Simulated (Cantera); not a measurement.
Charge: 1 mol CH3SiCl3, 0.015 mol C3H8, 1100 mol H2, held at 15.0 Torr.

These are equilibrium values from Cantera (NASA tables, ideal gas, pure condensed phases), not measurements of a reactor. Candidate condensed phases: C, C6H6, C7H8, C8H18, Si, SiC; 109 gas species. The feed counts by its element totals alone. Gases not in the tables: Si2H6 and higher silanes. Kinetics and transport are ignored.

x: gas mole fraction; n: condensed amount in mol.

```json
[
 {"T (K)": "1173", "x H2": "0.997", "x H": "8.33e-7", "x HCl": "0.00272", "x Si": "<1e-12", "x C2H2 (acetylene)": "[?]", "n SiC(s)": "1.000"},
 {"T (K)": "1273", "x H2": "0.997", "x H": "5.04e-6", "x HCl": "0.00272", "x Si": "1.05e-11", "x C2H2 (acetylene)": "[?]", "n SiC(s)": "1.000"},
 {"T (K)": "1373", "x H2": "0.997", "x H": "2.35e-5", "x HCl": "0.00272", "x Si": "2.04e-10", "x C2H2 (acetylene)": "[?]", "n SiC(s)": "1.000"},
 {"T (K)": "1473", "x H2": "0.997", "x H": "8.93e-5", "x HCl": "0.00272", "x Si": "2.90e-9", "x C2H2 (acetylene)": "[?]", "n SiC(s)": "1.000"},
 {"T (K)": "1573", "x H2": "0.997", "x H": "0.000287", "x HCl": "0.00272", "x Si": "4.05e-8", "x C2H2 (acetylene)": "[?]", "n SiC(s)": "0.999"},
 {"T (K)": "1673", "x H2": "0.996", "x H": "0.000804", "x HCl": "0.00272", "x Si": "5.44e-7", "x C2H2 (acetylene)": "[?]", "n SiC(s)": "0.998"},
 {"T (K)": "1773", "x H2": "0.995", "x H": "0.00201", "x HCl": "0.00271", "x Si": "5.73e-6", "x C2H2 (acetylene)": "[?]", "n SiC(s)": "0.989"},
 {"T (K)": "1873", "x H2": "0.993", "x H": "0.00455", "x HCl": "0.00270", "x Si": "3.90e-5", "x C2H2 (acetylene)": "[?]", "n SiC(s)": "0.942"},
 {"T (K)": "1973", "x H2": "0.987", "x H": "0.00948", "x HCl": "0.00268", "x Si": "0.000177", "x C2H2 (acetylene)": "[?]", "n SiC(s)": "0.757"},
 {"T (K)": "2073", "x H2": "0.978", "x H": "0.0184", "x HCl": "0.00265", "x Si": "0.000631", "x C2H2 (acetylene)": "[?]", "n SiC(s)": "0.144"},
 {"T (K)": "2173", "x H2": "0.963", "x H": "0.0335", "x HCl": "0.00260", "x Si": "0.000784", "x C2H2 (acetylene)": "0.000443", "n SiC(s)": "0"},
 {"T (K)": "2273", "x H2": "0.938", "x H": "0.0575", "x HCl": "0.00252", "x Si": "0.000805", "x C2H2 (acetylene)": "0.000442", "n SiC(s)": "0"},
 {"T (K)": "2373", "x H2": "0.902", "x H": "0.0938", "x HCl": "0.00241", "x Si": "0.000807", "x C2H2 (acetylene)": "0.000435", "n SiC(s)": "0"}
]
```

Task: What belongs in the gaps?

Result: 
- 1173, x C2H2 (acetylene): 6.87e-10
- 1273, x C2H2 (acetylene): 1.78e-8
- 1373, x C2H2 (acetylene): 2.81e-7
- 1473, x C2H2 (acetylene): 2.47e-6
- 1573, x C2H2 (acetylene): 8.69e-6
- 1673, x C2H2 (acetylene): 1.49e-5
- 1773, x C2H2 (acetylene): 2.17e-5
- 1873, x C2H2 (acetylene): 4.37e-5
- 1973, x C2H2 (acetylene): 0.000124
- 2073, x C2H2 (acetylene): 0.000378
